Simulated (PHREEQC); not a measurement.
0.14 g of hydrous ferric oxide (600 m²/g; 0.2 weak and 0.005 strong sites per Fe, Dzombak-Morel constants, diffuse double layer) in 1 kg of water with 0.01 mol/kgw of an inert sodium salt and 0.17 mmol/kgw H3BO3 and 0.093 mmol/kgw NiCl2, at 25 °C; the pH is set by adding NaOH or the inert anion's acid. Oxygen is held at 0.21 atm. CO2 from the air is kept out. No solid was allowed to form.

Base run: PHREEQC, ion-association model, wateq4f.dat. Each further column changes one thing. The table gives Ni sorbed (%).

| pH | base | no electrostatic term (-no_edl) | background salt from 0.01 to 0.001 mol/kgw | oxide from 0.14 to 0.7 g/kgw | 0.0001 mol/kgw Ag2SO4 added |
|---|---|---|---|---|---|
| 3 | 0.0 | 0.0 | 0.0 | 0.0 | 0.0 |
| 4.5 | 0.0 | 0.1 | 0.0 | 0.1 | 0.1 |
| 5.5 | 1.4 | 3.8 | 1.2 | 6.6 | 2.0 |
| 7 | 30.3 | 67.6 | 31.4 | 79.7 | 32.1 |
| 8.5 | 98.1 | 99.1 | 98.4 | 100.0 | 97.2 |
| 9.5 | 99.9 | (withheld) | 100.0 | 100.0 | (withheld) |
| 11 | 99.9 | (withheld) | 99.9 | 100.0 | 88.4 |

### Question
Some entries are withheld; supply them.

### Answer

- 9.5, no electrostatic term (-no_edl): 99.4
- 9.5, 0.0001 mol/kgw Ag2SO4 added: 99.7
- 11, no electrostatic term (-no_edl): 32.9

In at least one series the solution becomes supersaturated in solids that the run did not let form, among them Ni(OH)2. The oxide is taken as insoluble; below pH 4 it would dissolve.
